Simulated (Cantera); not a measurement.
A perfectly stirred reactor is fed with C2H4 : H2 = 1 : 99 (molar parts), at 2670 Pa; it is held at 1675 K, and followed from long to short residence time.

Detailed kinetics in Cantera: GRI-Mech 3.0 (53 species, 325 reactions). GRI-Mech 3.0 was tuned for natural gas; its chemistry of ethylene as a main component is partial and can be far from experiment. GRI-Mech 3.0 stops at C3 and has no aromatics, soot or wall deposition, so with more carbon than oxygen in the feed, carbon stays in small species such as C2H2 where larger ones or solid carbon would form. Radical loss at walls, strong at low pressure, is not modelled.

x: mole fraction; the columns are a selection and need not sum to one.

```tsv
τ (s)	x C2H4	x H2	x C2H	x CH2	x C2H6	x CH4	x CH3
11	1.92e-5	0.989	3.13e-8	7.02e-10	5.77e-10	8.17e-5	1.07e-6
4.8	2.55e-5	0.990	2.69e-8	2.56e-10	7.18e-10	3.93e-5	4.40e-7
2.1	___	0.990	___	8.18e-11	___	___	___
0.90	0.000122	0.990	1.15e-8	3.66e-11	2.39e-9	1.20e-5	5.83e-8
0.39	0.000386	0.990	5.97e-9	4.06e-11	4.96e-9	8.05e-6	2.13e-8
0.17	0.00112	0.990	2.95e-9	5.93e-11	8.80e-9	5.33e-6	8.16e-9
0.073	0.00270	0.990	1.31e-9	7.69e-11	1.26e-8	3.02e-6	3.30e-9
0.032	___	0.990	4.85e-10	7.58e-11	1.35e-8	___	___
0.014	0.00716	0.990	1.36e-10	5.38e-11	1.07e-8	4.52e-7	8.97e-10
0.0059	0.00864	0.990	2.86e-11	2.86e-11	6.86e-9	1.18e-7	5.10e-10
0.0026	0.00937	0.990	5.93e-12	1.38e-11	4.28e-9	3.15e-8	3.04e-10
```

**Question.** Complete the blanks.

**Answer.** 
- 2.1, x C2H4: 4.58e-5
- 2.1, x C2H: 1.96e-8
- 2.1, x C2H6: 1.16e-9
- 2.1, x CH4: 2.02e-5
- 2.1, x CH3: 1.66e-7
- 0.032, x C2H4: 0.00497
- 0.032, x CH4: 1.35e-6
- 0.032, x CH3: 1.60e-9
